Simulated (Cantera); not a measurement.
Input: 1 mol B, 8.9 mol H₂, at 1775 °C and 1.00 bar.

Equilibrium computed with Cantera from the NASA thermochemical tables; the gas is ideal and each condensed phase is pure. Candidate condensed phases: B; 7 gas species. The tables' values for BH₂ are old estimates; treat these amounts as uncertain. Gases not in the tables: B₂H₆ and higher boranes. Kinetics and transport are ignored.

Base state: H₂ 0.997, H 0.00224, BH₂ 0.000611, BH₃ 4.03e-5 (mole fractions); condensed: B(s).

### Question
What changes in the equilibrium state with this change: temperature from 1775 °C to 1902 °C?

### Answer
```tsv
species	before	after
H₂	0.997	0.994
H	0.00224	0.00487
BH₂	0.000611	0.00117
BH₃	4.03e-5	5.38e-5
B(s), mol	0.994	0.989
```
